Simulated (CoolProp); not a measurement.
Values from CoolProp's reference Helmholtz-energy equation of state, Lemmon 2006. It is a short technical equation, of lower accuracy than the large ones.

### Question
Give the vapour pressure (kPa), liquid density (kg/m³), vapour density (kg/m³) of saturated C3F8 (R218) at 223.3, 231.4, 239.5 K.

### Answer
| T (K) | p (kPa) | liquid density (kg/m³) | vapour density (kg/m³) |
|---|---|---|---|
| 223.3 | 53.9 | 1660 | 5.65 |
| 231.4 | 80.5 | 1630 | 8.24 |
| 239.5 | 117 | 1600 | 11.7 |
